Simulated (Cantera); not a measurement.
Ignition delay

Mixture: 22.9 % CO, 0.895 % H2, 1.49 % CH4, 15.7 % O2, 59.0 % N2, equivalence ratio 0.95, at 910000 Pa, adiabatic and at constant volume. Ignition delay is the time to a rise of 400 K.

Detailed kinetics in Cantera: GRI-Mech 3.0 (53 species, 325 reactions).

```tsv
T0 (K)	delay (ms)
1300	0.0538
1400	0.0249
1500	0.0138
1600	0.00873
1700	0.00608
1800	0.00453
```

| Property | Result |
|---|---|
| apparent activation energy between 1600 and 1800 K | 79 kJ/mol |
